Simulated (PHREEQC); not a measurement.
Consider water at 25 °C with 1.2 mmol/kgw HCl, 11 mmol/kgw FeSO4 and 11.7 mmol/kgw Na2SO4. Closed to the air; pH follows from the charge balance.

All values are PHREEQC results (ion-association model, wateq4f.dat), not measurements.

Q: The ionic strength comes out as 0.0610 mol/kgw. What activity coefficients do SO4-2, HSO4-, Cl-, H+, FeHSO4+ get?

A: SO4-2 0.44, HSO4- 0.81, Cl- 0.80, H+ 0.85, FeHSO4+ 0.81.

No solid was allowed to form.
